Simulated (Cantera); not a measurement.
What does this Cantera script print?

```python
import numpy as np
import cantera as ct

gas = ct.Solution("gri30.yaml")
gas.TPX = 2075, 5600, {'CH4': 0.012, 'H2': 1, 'H': 0.011}
reactor = ct.IdealGasConstPressureReactor(gas, energy="off", clone=False)
net = ct.ReactorNet([reactor])
net.rtol, net.atol = 1e-08, 1e-18
show = ['CH4', 'H2', 'H', 'CH2', 'C2H4']
times = np.geomspace(1e-05, 10, 11)

steps = ct.SolutionArray(gas, extra=["t"])
rows = []
print(f"{'t/s':>10s}{'T/K':>9s}{'P/Pa':>11s}" + "".join(f"{s:>11s}" for s in show))
for t in times:
    while net.time < t:
        t_next = net.step()
        steps.append(gas.state, t=t_next)
    rows.append([np.interp(t, steps.t, y) for y in (steps.T, steps.P, *steps(*show).X.T)])
    print(f"{t:10.3e}{rows[-1][0]:9.1f}{rows[-1][1]:11.4g}" + "".join(f"{x:11.3e}" for x in rows[-1][2:]))
rate = np.gradient(steps.T, steps.t)
print("integrator steps:", len(steps.t))
if steps.T.max() > steps.T[0] + 200:
    print(f"time of steepest temperature rise: {steps.t[rate.argmax()]:.4e} s")
gas.TPX = 2075, 5600, {'CH4': 0.012, 'H2': 1, 'H': 0.011}
gas.equilibrate("TP")
print(f"equilibrium (TP): T = {gas.T:.1f} K  " + "  ".join(f"{s} {gas[s].X[0]:.3e}" for s in show))
```

It prints:

```
       t/s      T/K       P/Pa        CH4         H2          H        CH2       C2H4
 1.000e-05   2075.0       5600  1.008e-02  9.792e-01  9.108e-03  1.057e-05  2.526e-06
 3.981e-05   2075.0       5600  9.893e-03  9.793e-01  8.955e-03  1.741e-05  2.005e-05
 1.585e-04   2075.0       5600  9.710e-03  9.795e-01  8.920e-03  1.712e-05  3.913e-05
 6.310e-04   2075.0       5600  9.051e-03  9.800e-01  8.803e-03  1.577e-05  3.527e-05
 2.512e-03   2075.0       5600  7.127e-03  9.813e-01  8.692e-03  1.257e-05  2.224e-05
 1.000e-02   2075.0       5600  3.683e-03  9.828e-01  9.166e-03  7.704e-06  7.432e-06
 3.981e-02   2075.0       5600  1.051e-03  9.833e-01  1.025e-02  2.918e-06  1.958e-06
 1.585e-01   2075.0       5600  2.307e-04  9.830e-01  1.103e-02  7.591e-07  1.437e-06
 6.310e-01   2075.0       5600  6.215e-05  9.829e-01  1.123e-02  2.134e-07  1.419e-06
 2.512e+00   2075.0       5600  4.111e-05  9.829e-01  1.124e-02  1.416e-07  1.420e-06
 1.000e+01   2075.0       5600  4.099e-05  9.829e-01  1.124e-02  1.412e-07  1.420e-06
integrator steps: 1032
equilibrium (TP): T = 2075.0 K  CH4 4.105e-05  H2 9.829e-01  H 1.124e-02  CH2 1.414e-07  C2H4 1.420e-06
```

Cantera simulation using GRI-Mech 3.0 (53 species, 325 reactions); the numbers are that mechanism's predictions, not measurements. GRI-Mech 3.0 stops at C3 and has no aromatics, soot or wall deposition, so with more carbon than oxygen in the feed, carbon stays in small species such as C2H2 where larger ones or solid carbon would form.
